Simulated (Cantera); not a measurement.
## Equilibrium for metals in furnace atmospheres: Pb + NH3 + H2

Feed: 1 mol Pb, 0.91 mol NH3, 13 mol H2, held at 82.0 Pa.

These are equilibrium values from Cantera (NASA tables, ideal gas, pure condensed phases), not measurements of a reactor. Candidate condensed phases: Pb; 11 gas species. Rates play no part.

From 650 K to 950 K the condensed part is Pb(l). From 1100 K to 2000 K nothing is condensed. The main Pb-bearing gas is Pb throughout.

```json
[
 {"T (K)": "650", "log p H2": "-3.10", "log p Pb": "-10.03", "log p H": "<-15", "log p N2": "-4.60", "log p NH3": "-8.68", "log p Pb2": "<-15", "log p N": "<-15", "n Pb(l)": "1.000"},
 {"T (K)": "800", "log p H2": "-3.10", "log p Pb": "-7.21", "log p H": "-13.09", "log p N2": "-4.60", "log p NH3": "-9.47", "log p Pb2": "-14.35", "log p N": "<-15", "n Pb(l)": "0.999"},
 {"T (K)": "950", "log p H2": "-3.10", "log p Pb": "-5.30", "log p H": "-10.81", "log p N2": "-4.60", "log p NH3": "-10.04", "log p Pb2": "-11.14", "log p N": "<-15", "n Pb(l)": "0.908"},
 {"T (K)": "1100", "log p H2": "-3.13", "log p Pb": "-4.29", "log p H": "-9.15", "log p N2": "-4.63", "log p NH3": "-10.50", "log p Pb2": "-9.57", "log p N": "<-15", "n Pb(l)": "0"},
 {"T (K)": "1250", "log p H2": "-3.13", "log p Pb": "-4.29", "log p H": "-7.88", "log p N2": "-4.63", "log p NH3": "-10.82", "log p Pb2": "-9.91", "log p N": "<-15", "n Pb(l)": "0"},
 {"T (K)": "1400", "log p H2": "-3.13", "log p Pb": "-4.29", "log p H": "-6.88", "log p N2": "-4.63", "log p NH3": "-11.07", "log p Pb2": "-10.19", "log p N": "<-15", "n Pb(l)": "0"},
 {"T (K)": "1550", "log p H2": "-3.13", "log p Pb": "-4.29", "log p H": "-6.07", "log p N2": "-4.63", "log p NH3": "-11.28", "log p Pb2": "-10.41", "log p N": "-14.99", "n Pb(l)": "0"},
 {"T (K)": "1700", "log p H2": "-3.13", "log p Pb": "-4.29", "log p H": "-5.40", "log p N2": "-4.63", "log p NH3": "-11.45", "log p Pb2": "-10.59", "log p N": "-13.57", "n Pb(l)": "0"},
 {"T (K)": "1850", "log p H2": "-3.14", "log p Pb": "-4.29", "log p H": "-4.84", "log p N2": "-4.63", "log p NH3": "-11.60", "log p Pb2": "-10.76", "log p N": "-12.38", "n Pb(l)": "0"},
 {"T (K)": "2000", "log p H2": "-3.15", "log p Pb": "-4.30", "log p H": "-4.37", "log p N2": "-4.64", "log p NH3": "-11.75", "log p Pb2": "-10.91", "log p N": "-11.36", "n Pb(l)": "0"}
]
```
log p: log10 of the partial pressure in bar; n: condensed amount in mol.
